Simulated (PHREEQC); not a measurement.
Phosphoric acid bath with single salt, acid or base (model solution)

Solution A (7.9 mmol/kgw NaH2PO4, 0.7 mmol/kgw H2SO4 and 0.73 mmol/kgw ZnSO4) is mixed with solution B (0.021 mol Zn(NO3)2 per kg of water) at 25 °C; shares are by mass of water, 1 kg in all. O2 is buffered at 0.21 atm. The system is closed to CO2. Only these solids could form: Zn(OH)2-e, Zn4(OH)6SO4, Zn3(PO4)2:4w, Mirabilite, Goslarite.

The series has 11 steps of share of solution B, from 0 to 1.

The numbers come from PHREEQC with the ion-association model, wateq4f.dat.

Between which two steps does the pH jump most, and from what to what?

Between share of solution B = 0.9 and 1: from 3.96 to 5.48.

Species that the database lacks are ignored. H3PO4, which wateq4f.dat lacks, is added to it with the constant of phreeqc.dat. The database has no phosphate complexes of Zn.
